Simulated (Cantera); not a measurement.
Input (Python, Cantera) and output of one run.

```python
import numpy as np
import cantera as ct

gas_names = """
    B BH BH2 BH3 BN BO BO2 B2 B2O B2O2 B2O3 B3O3H3 H HBO HBO2 HNO HNO2 HNO3 HO2 H2 H2O H2O2 H3B3O6 N NH
    NH2 NH3 NH2OH NO NO2 NO3 N2 N2H2 N2H4 N2O O OH O2 O3
""".split()
cond_names = """
    B(b) B(L) BN(s) B2O3(L) B3O3H3(cr) H2O(s) H2O(L)
""".split()


# ... load() reads the species with a 1 bar reference pressure and builds the phases ...
atoms = {
    'B2H6': {'B': 2, 'H': 6},
    'H2O': {'H': 2, 'O': 1},
    'N2': {'N': 2},
}
top_T = {'BN(s)': 3200}  # K; cautious upper limits of use, not melting points


# ... equilibrate(T, P, feed) seeds the gas with the atoms and calls Mixture.equilibrate('TP', solver="vcs", rtol=1e-11, max_steps=5000) ...
results = []
feed = {'B2H6': 1, 'H2O': 0.66, 'N2': 36}  # mol
P = 290  # Pa
for T in [1148, 1348, 1548, 1748, 1948, 2148, 2348]:
    mix = equilibrate(T, P, feed)
    results.append((T, P, feed, dict(zip(mix.species_names, mix.species_moles))))

top = {s: max(r[3][s] / sum(r[3][g] for g in gas_names) for r in results) for s in gas_names}
cols = sorted((s for s in top if top[s] > 0.0001), key=lambda s: -top[s])[:9]
seen = [c for c in cond_names if any(r[3].get(c, 0) > 1e-12 for r in results)]
print("log10 of partial pressures in bar; condensed amounts in mol")
print(f"{'T/K':>10s}" + "".join(f"{s[:9]:>10s}" for s in cols + seen))
for T, P, feed, n in results:
    ng = sum(n[g] for g in gas_names)
    print(f"{T:10.4g}" + "".join(f"{np.log10(max(n[s] / ng * P / 1e5, 1e-99)):10.3f}" for s in cols)
          + "".join(f"{n.get(c, 0):10.4g}" for c in seen))
```

It prints:

```
log10 of partial pressures in bar; condensed amounts in mol
       T/K        N2        H2         H        BO       HBO         B      B2O3      B2O2      HBO2      B(b)     BN(s)   B2O3(L)
      1148    -2.581    -3.565    -8.927   -11.930    -8.257   -23.192    -8.810   -11.530    -6.650         0     1.564    0.2164
      1348    -2.581    -3.567    -7.419    -8.636    -6.304   -17.727    -6.175    -7.969    -5.524         0     1.574    0.1806
      1548    -2.583    -3.578    -6.300    -6.474    -5.138   -13.682    -5.044    -5.881    -5.244         0     1.541         0
      1748    -2.584    -3.589    -5.436    -5.273    -4.703   -10.572    -5.549    -5.194    -5.948         0     1.394         0
      1948    -2.587    -3.603    -4.748    -4.686    -4.724    -8.105    -7.036    -5.375    -7.233         0     1.341         0
      2148    -2.592    -3.641    -4.201    -4.452    -4.996    -6.103    -8.966    -6.006    -8.773         0      1.32         0
      2348    -2.602    -3.767    -3.792    -4.394    -5.403    -4.738   -10.673    -6.796   -10.069     1.044         0         0
```

Cantera equilibrium calculation (NASA polynomials, part measured and part estimated; ideal gas, pure solids and liquids). The feed counts by its element totals alone. N2 is the only nitrogen source here; it is nearly inert below about 1500 K, so the nitride shown seldom forms there in practice. Mutual solubility and eutectic melting of coexisting phases are not modelled. The tables' values for BH2 are old estimates; treat these amounts as uncertain.
